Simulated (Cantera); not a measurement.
What does this Cantera script print?

```python
import numpy as np
import cantera as ct

gas_names = [...]  # 110 gases of nasa_gas.yaml made of C, H, O
cond_names = """
    C(gr) C6H6(L) C7H8(L) C8H18(L),n-octa H2O(s) H2O(L)
""".split()


# ... load() reads the species with a 1 bar reference pressure and builds the phases ...
atoms = {
    'CH3OH': {'C': 1, 'H': 4, 'O': 1},
    'CO2': {'C': 1, 'O': 2},
}
top_T = {'C(gr)': 4500}  # K; cautious upper limits of use, not melting points


# ... equilibrate(T, P, feed) seeds the gas with the atoms and calls Mixture.equilibrate('TP', solver="vcs", rtol=1e-11, max_steps=5000) ...
results = []
T = 2948  # K
P = 133.322  # Pa
for m in [0.058, 0.095, 0.15, 0.25, 0.41, 0.67, 1.1, 1.8]:
    feed = {'CH3OH': 1, 'CO2': m}  # mol
    mix = equilibrate(T, P, feed)
    results.append((T, P, feed, dict(zip(mix.species_names, mix.species_moles))))

top = {s: max(r[3][s] / sum(r[3][g] for g in gas_names) for r in results) for s in gas_names}
cols = sorted((s for s in top if top[s] > 0.0001), key=lambda s: -top[s])[:6]
seen = [c for c in cond_names if any(r[3].get(c, 0) > 1e-12 for r in results)]
print("log10 of partial pressures in bar; condensed amounts in mol")
print(f"{'n(CO2)':>10s}" + "".join(f"{s[:9]:>10s}" for s in cols + seen))
for T, P, feed, n in results:
    ng = sum(n[g] for g in gas_names)
    print(f"{feed['CO2']:10.4g}" + "".join(f"{np.log10(max(n[s] / ng * P / 1e5, 1e-99)):10.3f}" for s in cols)
          + "".join(f"{n.get(c, 0):10.4g}" for c in seen))
```

Result:

```
log10 of partial pressures in bar; condensed amounts in mol
    n(CO2)         H        CO         O        H2        OH        O2
     0.058    -3.010    -3.542    -4.851    -4.275    -5.907    -7.653
     0.095    -3.016    -3.534    -4.643    -4.288    -5.705    -7.237
      0.15    -3.025    -3.522    -4.455    -4.306    -5.525    -6.860
      0.25    -3.041    -3.503    -4.250    -4.337    -5.336    -6.450
      0.41    -3.065    -3.476    -4.060    -4.386    -5.171    -6.071
      0.67    -3.102    -3.441    -3.886    -4.459    -5.033    -5.722
       1.1    -3.156    -3.398    -3.728    -4.567    -4.929    -5.406
       1.8    -3.231    -3.352    -3.593    -4.718    -4.870    -5.137
```

Cantera equilibrium calculation (NASA polynomials, part measured and part estimated; ideal gas, pure solids and liquids).
